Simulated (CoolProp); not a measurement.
R407C along the isotherm 241.2 K: density (kg/m³) from the reference equation and from simpler models built on Tc = 359.3 K, pc = 46.32 bar, ω = 0.363; each cubic takes its own stable root.

Model: reference Helmholtz-energy equation of state, Lemmon 2003, in CoolProp. It is a pseudo-pure fit of the blend.

```json
[
 {"p (bar)": "0.366", "phase": "gas", "reference": "1.594", "Soave-Redlich-Kwong": "1.588", "Peng-Robinson": "1.589"},
 {"p (bar)": "0.618", "phase": "gas", "reference": "2.717", "Soave-Redlich-Kwong": "2.701", "Peng-Robinson": "2.702"},
 {"p (bar)": "1.04", "phase": "gas", "reference": "4.650", "Soave-Redlich-Kwong": "4.598", "Peng-Robinson": "4.603"},
 {"p (bar)": "2.97", "phase": "liquid", "reference": "1345", "Soave-Redlich-Kwong": "1203", "Peng-Robinson": "1360"},
 {"p (bar)": "5.01", "phase": "liquid", "reference": "1345", "Soave-Redlich-Kwong": "1203", "Peng-Robinson": "1360"},
 {"p (bar)": "8.46", "phase": "liquid", "reference": "1346", "Soave-Redlich-Kwong": "1204", "Peng-Robinson": "1361"},
 {"p (bar)": "14.3", "phase": "liquid", "reference": "?", "Soave-Redlich-Kwong": "?", "Peng-Robinson": "?"},
 {"p (bar)": "24.1", "phase": "liquid", "reference": "?", "Soave-Redlich-Kwong": "?", "Peng-Robinson": "1366"},
 {"p (bar)": "40.7", "phase": "liquid", "reference": "1355", "Soave-Redlich-Kwong": "1214", "Peng-Robinson": "1370"},
 {"p (bar)": "68.6", "phase": "liquid", "reference": "1362", "Soave-Redlich-Kwong": "1222", "Peng-Robinson": "1378"},
 {"p (bar)": "116", "phase": "liquid", "reference": "?", "Soave-Redlich-Kwong": "1234", "Peng-Robinson": "?"}
]
```

Complete the blanks.


- 14.3, reference: 1348
- 14.3, Soave-Redlich-Kwong: 1206
- 14.3, Peng-Robinson: 1363
- 24.1, reference: 1350
- 24.1, Soave-Redlich-Kwong: 1209
- 116, reference: 1373
- 116, Peng-Robinson: 1389
